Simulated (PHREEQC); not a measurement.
Dissolve 0.15 mol/kgw NH4F at 75 °C. Closed to the air; pH follows from the charge balance.

Equilibrium calculation in PHREEQC: ion-association model, wateq4f.dat.

This is a speciation only: nothing precipitates in the calculation.

Estimate the pH.

pH 5.87.

Species that the database lacks are ignored. At this temperature some constants are extrapolated from 25 °C, and those without enthalpy data are left unchanged.
